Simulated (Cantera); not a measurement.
Input: 1 mol AlN, 2.4 mol O₂, equilibrated at 0.00600 bar.

Method: chemical equilibrium by Gibbs-energy minimisation in Cantera with the NASA 1993 tables (ideal gas, pure condensed phases). Candidate condensed phases: Al, AlN, Al₂O₃; 16 gas species. Kinetics and transport are ignored. All values below are at 1123 K.

Base state: O₂ 0.767, N₂ 0.233, NO 0.000108 (mole fractions); condensed: Al₂O₃(s).

Problem. What changes in the equilibrium state with this change: 0.0082 mol Cl₂ added?

Solution. 
```
species          before     after
-------------  --------  --------
O₂                0.767     0.764
N₂                0.233     0.231
Cl₂                   0   0.00308
Cl                    0   0.00143
NO             0.000108  0.000108
Al₂O₃(s), mol     0.500     0.500
```
Further candidate phases: AlCl₃.
